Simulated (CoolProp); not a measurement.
Dimethyl carbonate along the isotherm 243.95 °C: density (kg/m³) from the reference equation and from simpler models built on Tc = 283.9 °C, pc = 49.09 bar, ω = 0.346; each cubic takes its own stable root.

The numbers come from the reference Helmholtz-energy equation of state, Zhou 2011 in CoolProp.

```tsv
p (bar)	phase	reference	Redlich-Kwong	Soave-Redlich-Kwong	Peng-Robinson
4.6	gas	10.06	10.05	10.07	10.11
9.2	gas	21.13	21.04	21.13	21.31
13.8	gas	33.51	33.25	33.51	33.95
18.4	gas	47.74	47.09	47.69	48.58
23	gas	64.85	63.29	64.59	66.20
32.2	liquid	694.2	523.8	566.6	640.5
36.8	liquid	699.2	537.3	575.6	650.0
41.4	liquid	703.8	548.6	583.7	658.6
46	liquid	708.2	558.6	591.1	666.5
50.6	liquid	712.3	567.5	597.9	673.8
55.2	liquid	716.2	575.6	604.2	680.6
59.8	liquid	719.9	583.0	610.2	687.0
64.4	liquid	723.4	589.9	615.7	693.1
69	liquid	726.8	596.3	621.0	698.8
73.6	liquid	730.0	602.3	626.0	704.2
```
